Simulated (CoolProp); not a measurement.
100 sccm (0 °C, 1 atm) of nitrogen bubbles through liquid toluene at 295.4 K and leaves saturated at a total pressure of 0.054 MPa (ideal gas phase). Each further row changes one setting.

Values from CoolProp's reference Helmholtz-energy equation of state, Lemmon 2006. It is a short technical equation, of lower accuracy than the large ones.

```
case                      vapour pressure (kPa)  mole fraction of vapour  delivery (mg/min)  delivery (sccm)  change of delivery for a bath 1 K warmer (%)
------------------------  ---------------------  -----------------------  -----------------  ---------------  --------------------------------------------
as stated                                  3.29               (withheld)         (withheld)       (withheld)                                           5.8
bath temperature 300.4 K                   4.26               (withheld)         (withheld)             8.57                                           5.7
total pressure 0.108 MPa                   3.29               (withheld)               12.9             3.14                                           5.6
```

### Question
Fill in the missing entries.

### Answer

- as stated, mole fraction of vapour: 0.0609
- as stated, delivery (mg/min): 26.7
- as stated, delivery (sccm): 6.49
- bath temperature 300.4 K, mole fraction of vapour: 0.0789
- bath temperature 300.4 K, delivery (mg/min): 35.2
- total pressure 0.108 MPa, mole fraction of vapour: 0.0305
